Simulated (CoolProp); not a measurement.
Nitrogen along the isobar 0.979 MPa: Z from the reference equation and from simpler models built on Tc = 126.2 K, pc = 3.396 MPa, ω = 0.037; each cubic takes its own stable root.

The numbers come from the reference Helmholtz-energy equation of state, Span 2000 in CoolProp.

```tsv
T (K)	phase	reference	van der Waals	Redlich-Kwong	Soave-Redlich-Kwong	Peng-Robinson
76.1	liquid	0.05325	0.07732	0.05264	0.05307	0.04702
88.5	liquid	0.04935	0.07182	0.04950	0.04974	0.04396
101	liquid	0.04773	0.8283	0.04937	…	0.04361
113.4	gas	0.8510	0.8760	0.8505	0.8501	0.8384
125.8	gas	0.8958	0.9065	0.8937	0.8936	0.8829
138.2	gas	0.9239	0.9274	0.9214	0.9220	0.9122
150.6	gas	0.9428	0.9425	0.9404	0.9416	…
163.1	gas	0.9563	…	…	0.9557	0.9475
175.5	gas	0.9662	0.9623	0.9640	0.9661	0.9585
187.9	gas	0.9736	0.9690	0.9715	0.9739	0.9670
200.3	gas	0.9793	0.9743	0.9773	0.9800	0.9736
212.7	gas	0.9838	0.9786	0.9818	0.9847	0.9787
225.2	gas	0.9874	0.9821	0.9854	0.9885	0.9829
237.6	gas	0.9902	0.9850	0.9883	0.9914	0.9863
250	gas	0.9926	0.9874	0.9907	0.9938	0.9890
262.4	gas	0.9944	0.9894	0.9926	0.9958	0.9913
```

Question: Fill in the missing entries.

Answer: 
- 101, Soave-Redlich-Kwong: 0.04942
- 150.6, Peng-Robinson: 0.9326
- 163.1, van der Waals: 0.9538
- 163.1, Redlich-Kwong: 0.9540

At some of these states van der Waals gives the other phase, because its saturation line lies elsewhere.
